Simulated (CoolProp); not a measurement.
Vapour-liquid equilibrium of trans-2-butene (1) + ethanol (2) at 377.6 K; x and y are mole fractions of (1).

Model: multi-fluid Helmholtz-energy mixture model, Lemmon 2005 and Schroeder 2014; pair parameters Bell 2016, in CoolProp.

| x | bubble pressure (bar) | y at the bubble point | dew pressure at overall composition x (bar) | liquid density (mol/L) |
|---|---|---|---|---|
| 0.05 | 4.759 | 0.455 | 2.744 | 14.94 |
| 0.15 | 8.479 | 0.704 | 3.068 | … |
| 0.25 | 11.09 | 0.781 | 3.476 | 13.24 |
| 0.35 | 12.63 | 0.814 | 4.004 | 12.45 |
| 0.45 | 13.47 | 0.831 | 4.715 | … |
| 0.55 | 13.98 | 0.842 | … | 10.99 |
| 0.65 | 14.44 | 0.855 | 7.268 | … |
| 0.75 | 14.98 | 0.875 | 9.890 | … |
| 0.85 | 15.61 | 0.908 | 14.28 | 9.220 |
| 0.95 | 16.22 | 0.962 | 16.12 | 8.783 |

Question: Some entries are withheld; supply them.

Answer: 
- 0.15, liquid density (mol/L): 14.07
- 0.45, liquid density (mol/L): 11.70
- 0.55, dew pressure at overall composition x (bar): 5.725
- 0.65, liquid density (mol/L): 10.33
- 0.75, liquid density (mol/L): 9.741

No azeotrope shows between x = 0.05 and 0.95.

The pair parameters rest on a limited set of measurements; away from them the model extrapolates. With so large a gap from Raoult's law the liquid may split in two, which this calculation doesn't test in full.
